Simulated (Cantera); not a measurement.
A diamond (100) surface in a fixed gas of H2 with x(CH4) = 0.026, x(H) = 0.034, at 1223 K, 39.8 Torr; coverages are run to steady state.

Cantera simulation using the Harris–Goodwin 1993 mechanism for the reconstructed diamond (100) surface; the numbers are that mechanism's predictions, not measurements.

One state of this run: growth (µm/h) = 1.16; θ c6HH = 0.422; θ c6H* = 0.0414; θ c6*H = 0.502; θ c6** = 0.0345; θ c6HM = 0.000128. θ: site fractions in the mechanism's names (c6HH fully hydrogenated, c6H* and c6*H radical sites, c6** diradical, c6HM methylated).

Which value of x(CH3) does it belong to?
A) 2.8e-05
B) 1e-06
C) 1.2e-05
D) 5.3e-06

A, 2.8e-05
